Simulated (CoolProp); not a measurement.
Computed with CoolProp (reference Helmholtz-energy equation of state, Aleksandrov 2011). It is a short technical equation, of lower accuracy than the large ones.

Question: For n-undecane, give the phase and the speed of sound (m/s), isothermal compressibility (1/MPa), fugacity coefficient at 321.65 °C and 885 kPa; 346.85 °C and 885 kPa.

Answer: 
- 321.65 °C and 885 kPa: gas; speed of sound 128, isothermal compressibility 1.72, fugacity coefficient 0.781
- 346.85 °C and 885 kPa: gas; speed of sound 142, isothermal compressibility 1.52, fugacity coefficient 0.813
